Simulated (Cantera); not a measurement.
Mixture: CH4 : H2 : O2 : N2 = 1 : 1.2 : 6.05 : 22.7 (molar parts), at 0.490 bar, adiabatic and at constant pressure. Ignition delay is the time to a rise of 400 K.

Cantera simulation using GRI-Mech 3.0 (53 species, 325 reactions); the numbers are that mechanism's predictions, not measurements.

**Question.** What does this change do: pressure from 0.490 bar to 1.80 bar?

**Answer.** 
```tsv
quantity	before	after
delay at 1075 K	2.37 ms	1.40 ms
delay at 1175 K	0.907 ms	0.410 ms
delay at 1275 K	0.438 ms	0.171 ms
delay at 1375 K	0.251 ms	86.9 µs
delay at 1475 K	0.160 ms	50.7 µs
delay at 1575 K	0.109 ms	32.7 µs
apparent activation energy between 1375 and 1575 K	75 kJ/mol	88 kJ/mol
```

**Question.** What does this change do: constant volume in place of constant pressure?

**Answer.** 
```json
[
 {"quantity": "delay at 1075 K", "before": "2.37 ms", "after": "2.13 ms"},
 {"quantity": "delay at 1175 K", "before": "0.907 ms", "after": "0.832 ms"},
 {"quantity": "delay at 1275 K", "before": "0.438 ms", "after": "0.409 ms"},
 {"quantity": "delay at 1375 K", "before": "0.251 ms", "after": "0.236 ms"},
 {"quantity": "delay at 1475 K", "before": "0.160 ms", "after": "0.151 ms"},
 {"quantity": "delay at 1575 K", "before": "0.109 ms", "after": "0.102 ms"},
 {"quantity": "apparent activation energy between 1375 and 1575 K", "before": "75 kJ/mol", "after": "75 kJ/mol"}
]
```
